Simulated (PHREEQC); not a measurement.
Spent oxide etchant (model solution)

Consider water at 25 °C with 0.035 mol/kgw HF, 0.0005 mol/kgw (NH4)2SiF6 and 0.0098 mol/kgw H3PO4. Closed to the air; pH follows from the charge balance.

The numbers come from PHREEQC with the ion-association model, phreeqc.dat.

Precipitation was switched off in this run.

**Question.** What pH does the model give?

**Answer.** pH 2.12.

**Question.** In which forms is F present?

**Answer.** HF 82 %, F- 8.0 %, SiF6-2 7.9 %, HF2- 1.9 % of the F.

SiF6-2 is the database's only silicon fluoride.
